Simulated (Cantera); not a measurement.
Dilute partial oxidation

An isothermal, constant-pressure homogeneous reactor starts with CH2O : O2 : N2 = 0.0048 : 0.0027 : 1 (molar parts), equivalence ratio 1.8, at 1498 K and 4.93 atm.

Detailed kinetics in Cantera: GRI-Mech 3.0 (53 species, 325 reactions).

```csv
t (s),x CH2O,x O2,x NO,x H2O,x CH2CO
8.00e-6,0.00475,0.00268,<1e-12,4.95e-7,<1e-12
3.42e-5,0.00435,0.00265,<1e-12,2.93e-5,5.87e-11
0.000146,8.66e-10,0.00105,2.18e-7,0.00250,2.29e-12
0.000626,1.87e-10,2.94e-5,2.39e-6,0.00335,<1e-12
0.00268,4.49e-11,4.61e-7,2.44e-6,0.00324,<1e-12
0.0114,1.65e-11,1.83e-8,2.31e-6,0.00322,<1e-12
0.0489,1.05e-11,8.73e-10,2.05e-6,0.00322,<1e-12
0.209,9.23e-12,4.98e-11,1.75e-6,0.00322,<1e-12
0.895,8.94e-12,6.39e-12,1.38e-6,0.00322,<1e-12
3.83,8.89e-12,3.83e-12,7.92e-7,0.00322,<1e-12
16.4,8.86e-12,3.08e-12,3.49e-7,0.00322,<1e-12
70.0,8.86e-12,3.03e-12,2.71e-7,0.00322,<1e-12
```
x: mole fraction; the columns are a selection and need not sum to one.

Equilibrium at this temperature and pressure: CH2O 8.86e-12, O2 3.02e-12, NO 5.17e-9, H2O 0.00322, CH2CO <1e-12 (gas phase only).
